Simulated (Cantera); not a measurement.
Charge: 1 mol borazine, 0.56 mol O2, held at 430 Pa.

These are equilibrium values from Cantera (NASA tables, ideal gas, pure condensed phases), not measurements of a reactor. Candidate condensed phases: B, BN, B2O3, B3O3H3, H2O; 39 gas species. The feed counts by its element totals alone. Mutual solubility and eutectic melting of coexisting phases are not modelled. The tables' values for BH2 are old estimates; treat these amounts as uncertain. Equilibrium is a limit: real reactors are often held back by kinetics, nucleation or transport. All values below are at 2125 K.

Base state: H2 0.587, N2 0.158, HBO 0.0913, BO 0.0855, H 0.0424, B2O2 0.0324, B2O 0.00169, BH2 0.000539 (mole fractions); condensed: B(s) + BN(s).

Task: What changes in the equilibrium state with this change: O2 from 0.56 to 5.4 mol?

Result: 
```tsv
species	before	after
HBO2	0.000118	0.271
H2O	6.33e-6	0.229
O2	<1e-9	0.194
H2	0.587	0.00557
O	2.91e-9	0.0111
OH	5.68e-8	0.0211
B2O2	0.0324	1.25e-6
BO2	1.27e-6	0.0301
HBO	0.0913	5.51e-5
BO	0.0855	0.000530
B2O3	0.000276	0.0404
H	0.0424	0.00413
N2	0.158	0.189
NO	1.20e-9	0.00497
B2O	0.00169	<1e-9
BH2	0.000539	<1e-9
B	0.000219	<1e-9
B(s), mol	0.322	0
BN(s), mol	1.55	0
```
